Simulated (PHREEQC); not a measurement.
1 kg of water holding 0.0069 mol/kgw Na2CO3, 0.29 mol/kgw KCl, 0.15 mol/kgw NaCl and 0.004 mol/kgw NaHCO3 is evaporated at 25 °C; the solids stay in contact with the brine. CO2 is held at log p = -3.4 (atm). The run lets Halite, Kalicinite, Nahcolite, Natron, Sylvite, Trona precipitate or redissolve, and no other solid.

Equilibrium calculation in PHREEQC: Pitzer model, pitzer.dat.

| water left (kg) | ionic strength | water activity | Sylvite (mol) | Halite (mol) | Trona (mol) | C in solution (mol/kgw) |
|---|---|---|---|---|---|---|
| 0.9999 | 0.461 | 0.985 | 0 | 0 | 0 | 0.0148 |
| 0.8218 | 0.561 | 0.982 | 0 | 0 | 0 | 0.0176 |
| 0.5552 | 0.832 | 0.974 | 0 | 0 | 0 | 0.0247 |
| 0.4563 | [?] | 0.968 | 0 | 0 | 0 | 0.0292 |
| 0.375 | 1.23 | 0.961 | 0 | 0 | 0 | 0.0345 |
| 0.2533 | 1.83 | 0.942 | 0 | 0 | 0 | 0.0482 |
| 0.2082 | 2.23 | 0.929 | 0 | 0 | 0 | 0.0570 |
| 0.1711 | 2.71 | 0.913 | 0 | 0 | 0 | 0.0675 |
| 0.1156 | 4.02 | 0.869 | 0 | 0 | 0 | 0.0954 |
| 0.09502 | 4.89 | 0.837 | 0 | 0 | 0 | 0.114 |
| 0.06419 | 6.07 | 0.793 | 0.0755 | 0 | 0 | 0.164 |
| 0.05277 | 6.38 | 0.779 | 0.129 | 0 | 0 | [?] |
| 0.04336 | 6.77 | 0.762 | 0.172 | 0 | 0 | 0.236 |
| 0.02932 | 7.73 | 0.718 | 0.229 | [?] | 0 | 0.341 |
| 0.02409 | 7.85 | 0.717 | 0.240 | 0.0362 | 0 | 0.412 |
| 0.01981 | 8.00 | 0.716 | 0.249 | 0.0581 | 0 | 0.497 |
| 0.01338 | 8.33 | 0.713 | 0.263 | 0.0904 | 0.000304 | 0.691 |
| 0.01096 | 8.33 | 0.713 | 0.268 | 0.101 | 0.00132 | 0.691 |
| 0.008961 | 8.33 | 0.713 | 0.272 | 0.110 | 0.00216 | 0.691 |
| 0.005971 | 8.33 | 0.713 | 0.278 | 0.123 | 0.00342 | 0.691 |
| 0.00487 | 8.33 | 0.713 | 0.280 | 0.128 | 0.00388 | 0.691 |

Task: Complete the blanks.

Result: 
- 0.4563, ionic strength: 1.01
- 0.05277, C in solution (mol/kgw): 0.197
- 0.02932, Halite (mol): 0.00957
